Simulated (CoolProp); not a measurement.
Saturation properties of water (Tc = 647.1 K, pc = 22.06 MPa, ω = 0.344).

Values from CoolProp's reference Helmholtz-energy equation of state, Wagner 2002.

```
T (K)  p (MPa)  vapour density (kg/m³)  liquid viscosity (µPa s)  liquid conductivity (mW/(m K))
-----  -------  ----------------------  ------------------------  ------------------------------
415.3   0.3841                   2.082                       193                             682
433.8   0.6285                       …                       170                             679
452.4        …                   5.074                       151                             672
471      1.486                       …                         …                             661
489.6    2.166                   10.86                       124                             648
508.2    3.065                   15.33                       114                               …
526.8    4.227                   21.27                       105                             613
545.4    5.699                   29.15                      96.7                             591
564      7.534                       …                      89.3                             566
582.6    9.791                   54.04                      82.3                             538
```

### Question
Some entries are withheld; supply them.

### Answer

- 433.8, vapour density (kg/m³): 3.311
- 452.4, p (MPa): 0.9856
- 471, vapour density (kg/m³): 7.525
- 471, liquid viscosity (µPa s): 136
- 508.2, liquid conductivity (mW/(m K)): 632
- 564, vapour density (kg/m³): 39.68

It boils at 373.1 K under 1 atm.

Viscosity comes from a separate model (Huber 2009). Thermal conductivity comes from a separate model (Huber 2012).
